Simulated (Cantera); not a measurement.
Cantera run, input and output.

```python
import numpy as np
import cantera as ct

gas = ct.Solution("gri30.yaml")
gas.TPX = 1550, 190000, {'CO': 1, 'H2': 0.34, 'CH4': 0.62, 'O2': 3.3, 'N2': 22.4, 'H2O': 8.2}
reactor = ct.IdealGasConstPressureReactor(gas, energy="on", clone=False)
net = ct.ReactorNet([reactor])
net.rtol, net.atol = 1e-08, 1e-16
show = ['CO', 'H2', 'CH4', 'CH3', 'H2O']
times = np.geomspace(9e-06, 1, 12)

steps = ct.SolutionArray(gas, extra=["t"])
rows = []
print(f"{'t/s':>10s}{'T/K':>9s}{'P/Pa':>11s}" + "".join(f"{s:>11s}" for s in show))
for t in times:
    while net.time < t:
        t_next = net.step()
        steps.append(gas.state, t=t_next)
    rows.append([np.interp(t, steps.t, y) for y in (steps.T, steps.P, *steps(*show).X.T)])
    print(f"{t:10.3e}{rows[-1][0]:9.1f}{rows[-1][1]:11.4g}" + "".join(f"{x:11.3e}" for x in rows[-1][2:]))
rate = np.gradient(steps.T, steps.t)
print("integrator steps:", len(steps.t))
if steps.T.max() > steps.T[0] + 200:
    print(f"time of steepest temperature rise: {steps.t[rate.argmax()]:.4e} s")
gas.TPX = 1550, 190000, {'CO': 1, 'H2': 0.34, 'CH4': 0.62, 'O2': 3.3, 'N2': 22.4, 'H2O': 8.2}
gas.equilibrate("HP")
print(f"equilibrium (HP): T = {gas.T:.1f} K  " + "  ".join(f"{s} {gas[s].X[0]:.3e}" for s in show))
```

Output:

```
       t/s      T/K       P/Pa         CO         H2        CH4        CH3        H2O
 9.000e-06   1550.0    1.9e+05  2.789e-02  9.481e-03  1.729e-02  2.622e-06  2.287e-01
 2.588e-05   1550.0    1.9e+05  2.788e-02  9.477e-03  1.727e-02  1.642e-05  2.287e-01
 7.441e-05   1551.3    1.9e+05  2.784e-02  9.370e-03  1.686e-02  2.602e-04  2.290e-01
 2.140e-04   2011.1    1.9e+05  6.171e-03  5.835e-03  5.274e-17  2.125e-16  2.639e-01
 6.153e-04   2123.6    1.9e+05  7.363e-04  8.397e-04  6.508e-20  1.334e-19  2.747e-01
 1.769e-03   2126.5    1.9e+05  5.972e-04  7.202e-04  4.333e-20  8.346e-20  2.750e-01
 5.087e-03   2126.5    1.9e+05  5.970e-04  7.200e-04  4.331e-20  8.340e-20  2.750e-01
 1.463e-02   2126.3    1.9e+05  5.967e-04  7.197e-04  4.327e-20  8.328e-20  2.750e-01
 4.206e-02   2126.0    1.9e+05  5.958e-04  7.188e-04  4.316e-20  8.294e-20  2.750e-01
 1.209e-01   2124.9    1.9e+05  5.934e-04  7.163e-04  4.286e-20  8.200e-20  2.750e-01
 3.478e-01   2122.6    1.9e+05  5.878e-04  7.108e-04  4.210e-20  7.976e-20  2.750e-01
 1.000e+00   2119.7    1.9e+05  5.810e-04  7.039e-04  4.109e-20  7.688e-20  2.751e-01
integrator steps: 1491
time of steepest temperature rise: 1.5871e-04 s
equilibrium (HP): T = 2118.9 K  CO 5.792e-04  H2 7.021e-04  CH4 6.129e-20  CH3 1.143e-19  H2O 2.751e-01
```

Cantera simulation using GRI-Mech 3.0 (53 species, 325 reactions); the numbers are that mechanism's predictions, not measurements.
